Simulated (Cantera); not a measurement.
## Reactions in the system F-O-Pb

Source: NASA polynomial tables (part measured, part estimated), evaluated in Cantera. Values are per mole of reaction as written; species without (g) are pure solids or liquids, kept so even where they would boil at 1 bar.

O3(g) + 3 PbF2 ⇌ 3 F2(g) + 3 PbO(g)

| T (K) | ΔH° (kJ) | ΔS° (J/K) | ΔG° (kJ) | log10 K | condensed phases |
|---|---|---|---|---|---|
| 300 | 2099.9 | 750.2 | 1874.8 | -326.43 | PbF2(s) |
| 1000 | 2005.2 | 601.4 | 1403.8 | -73.32 | PbF2(s) |
| 1025 | 2002.8 | 599.1 | 1388.8 | -70.77 | PbF2(s) |
| 1050 | 2001.2 | 597.5 | 1373.8 | -68.34 | PbF2(s) |
| 1075 | 1999.6 | 596.0 | 1358.9 | -66.03 | PbF2(s) |
| 1100 | 1997.4 | 594.0 | 1344.0 | -63.82 | PbF2(s) |
| 1125 | 1949.3 | 550.4 | 1330.1 | -61.76 | PbF2(l) |
| 1150 | 1945.4 | 546.9 | 1316.4 | -59.79 | PbF2(l) |
| 1175 | 1941.4 | 543.5 | 1302.8 | -57.91 | PbF2(l) |
| 1200 | 1937.4 | 540.2 | 1289.2 | -56.12 | PbF2(l) |
| 1225 | 1933.5 | 536.9 | 1275.7 | -54.40 | PbF2(l) |
| 1250 | 1929.5 | 533.7 | 1262.4 | -52.75 | PbF2(l) |

PbO(g) + 2 F(g) ⇌ PbF2 + O(g)

| T (K) | ΔH° (kJ) | ΔS° (J/K) | ΔG° (kJ) | log10 K | condensed phases |
|---|---|---|---|---|---|
| 300 | -656.8 | -283.4 | -571.8 | 99.56 | PbF2(s) |
| 1000 | -628.2 | -239.1 | -389.1 | 20.32 | PbF2(s) |
| 1025 | -627.5 | -238.4 | -383.1 | 19.52 | PbF2(s) |
| 1050 | -627.0 | -237.9 | -377.1 | 18.76 | PbF2(s) |
| 1075 | -626.5 | -237.5 | -371.2 | 18.04 | PbF2(s) |
| 1100 | -625.9 | -236.9 | -365.3 | 17.35 | PbF2(s) |
| 1125 | -609.9 | -222.4 | -359.7 | 16.70 | PbF2(l) |
| 1150 | -608.6 | -221.3 | -354.1 | 16.08 | PbF2(l) |
| 1175 | -607.4 | -220.2 | -348.6 | 15.50 | PbF2(l) |
| 1200 | -606.1 | -219.2 | -343.1 | 14.93 | PbF2(l) |
| 1225 | -604.9 | -218.1 | -337.6 | 14.40 | PbF2(l) |
| 1250 | -603.6 | -217.1 | -332.2 | 13.88 | PbF2(l) |
